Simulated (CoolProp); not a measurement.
Vapour-liquid equilibrium of propylene (1) + isobutane (2) at 0.0433 bar; x and y are mole fractions of (1).

Values from CoolProp's multi-fluid Helmholtz-energy mixture model, Lemmon 2013 and Bücker 2006; pair parameters Bell 2016.

```json
[
 {"x": "0.05", "bubble temperature (K)": "196.4", "y at the bubble point": "0.355", "dew temperature at overall composition x (K)": "201.1", "liquid density (mol/L)": "11.53"},
 {"x": "0.125", "bubble temperature (K)": "192.5", "y at the bubble point": "0.552", "dew temperature at overall composition x (K)": "200.1", "liquid density (mol/L)": "11.83"},
 {"x": "0.2", "bubble temperature (K)": "190.3", "y at the bubble point": "0.644", "dew temperature at overall composition x (K)": "199.0", "liquid density (mol/L)": "12.12"},
 {"x": "0.275", "bubble temperature (K)": "188.7", "y at the bubble point": "0.706", "dew temperature at overall composition x (K)": "197.8", "liquid density (mol/L)": "12.42"},
 {"x": "0.35", "bubble temperature (K)": "187.3", "y at the bubble point": "0.759", "dew temperature at overall composition x (K)": "196.5", "liquid density (mol/L)": "12.72"},
 {"x": "0.425", "bubble temperature (K)": "185.8", "y at the bubble point": "0.807", "dew temperature at overall composition x (K)": "195.1", "liquid density (mol/L)": "13.04"},
 {"x": "0.5", "bubble temperature (K)": "184.3", "y at the bubble point": "0.853", "dew temperature at overall composition x (K)": "193.6", "liquid density (mol/L)": "13.38"},
 {"x": "0.575", "bubble temperature (K)": "182.7", "y at the bubble point": "0.895", "dew temperature at overall composition x (K)": "191.9", "liquid density (mol/L)": "13.73"},
 {"x": "0.65", "bubble temperature (K)": "181.0", "y at the bubble point": "0.931", "dew temperature at overall composition x (K)": "190.1", "liquid density (mol/L)": "14.09"},
 {"x": "0.725", "bubble temperature (K)": "179.3", "y at the bubble point": "0.959", "dew temperature at overall composition x (K)": "188.2", "liquid density (mol/L)": "14.47"},
 {"x": "0.8", "bubble temperature (K)": "177.6", "y at the bubble point": "0.979", "dew temperature at overall composition x (K)": "186.1", "liquid density (mol/L)": "14.87"},
 {"x": "0.875", "bubble temperature (K)": "176.1", "y at the bubble point": "0.991", "dew temperature at overall composition x (K)": "183.5", "liquid density (mol/L)": "15.26"},
 {"x": "0.95", "bubble temperature (K)": "174.7", "y at the bubble point": "0.998", "dew temperature at overall composition x (K)": "179.9", "liquid density (mol/L)": "15.67"}
]
```

No azeotrope shows between x = 0.05 and 0.95.

The pair parameters rest on a limited set of measurements; away from them the model extrapolates. The gap from Raoult's law changes sign with composition, which may be real or a fault of the pair parameters; it wasn't checked against measurements.
